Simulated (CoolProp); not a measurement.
100 sccm (0 °C, 1 atm) of nitrogen bubbles through liquid n-nonane at 361.1 K and leaves saturated at a total pressure of 0.0639 MPa (ideal gas phase). Each further row changes one setting.

Model: reference Helmholtz-energy equation of state, Lemmon 2006, in CoolProp. It is a short technical equation, of lower accuracy than the large ones.

| case | vapour pressure (kPa) | mole fraction of vapour | delivery (mg/min) | delivery (sccm) | change of delivery for a bath 1 K warmer (%) |
|---|---|---|---|---|---|
| as stated | 13.4 | 0.209 | … | 26.5 | … |
| bath temperature 366.1 K | … | 0.254 | 195 | 34.0 | … |
| total pressure 0.128 MPa | 13.4 | 0.104 | … | 11.7 | 4.5 |

Problem. Complete the blanks.

Solution. 
- as stated, delivery (mg/min): 151
- as stated, change of delivery for a bath 1 K warmer (%): 5.1
- bath temperature 366.1 K, vapour pressure (kPa): 16.2
- bath temperature 366.1 K, change of delivery for a bath 1 K warmer (%): 5.2
- total pressure 0.128 MPa, delivery (mg/min): 66.8
